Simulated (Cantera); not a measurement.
Input: 1 mol Al(CH₃)₃, 8.3 mol H₂O, 590 mol N₂, held at 1748.15 K and 57.0 Pa.

Method: chemical equilibrium by Gibbs-energy minimisation in Cantera with the NASA 1993 tables (ideal gas, pure condensed phases). Candidate condensed phases: Al, AlN, Al₂O₃, C, C₆H₆, C₇H₈, C₈H₁₈, H₂O; 148 gas species. The feed counts by its element totals alone. Equilibrium is a limit: real reactors are often held back by kinetics, nucleation or transport.

Base state: N₂ 0.973, H₂ 0.0148, H₂O 0.00575, CO 0.00447, H 0.00116, CO₂ 0.000482, OH 2.65e-5 (mole fractions); condensed: Al₂O₃(s).

Task: What changes in the equilibrium state with this change: temperature from 1748.15 K to 1375 K?

Result: 
```json
[
 {"species": "N₂", "before": "0.973", "after": "0.974"},
 {"species": "H₂", "before": "0.0148", "after": "0.0156"},
 {"species": "H₂O", "before": "0.00575", "after": "0.00555"},
 {"species": "H", "before": "0.00116", "after": "1.79e-5"},
 {"species": "OH", "before": "2.65e-5", "after": "1.15e-7"},
 {"species": "CO₂", "before": "0.000482", "after": "0.000727"},
 {"species": "CO", "before": "0.00447", "after": "0.00422"},
 {"species": "Al₂O₃(s), mol", "before": "0.500", "after": "0.500"}
]
```
